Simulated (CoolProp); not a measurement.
The numbers come from the reference Helmholtz-energy equation of state, Span 2003 in CoolProp. It is a short technical equation, of lower accuracy than the large ones.

Give the vapour pressure (kPa), surface tension (mN/m), liquid viscosity (µPa s) of saturated n-heptane at 337.3, 360.5, 407 K.


```tsv
T (K)	p (kPa)	surface tension (mN/m)	liquid viscosity (µPa s)
337.3	32.8	15.9	265
360.5	72.4	13.7	217
407	259	9.48	149
```

Viscosity comes from a separate model (Michailidou 2014). Surface tension comes from a separate correlation (Mulero 2012).
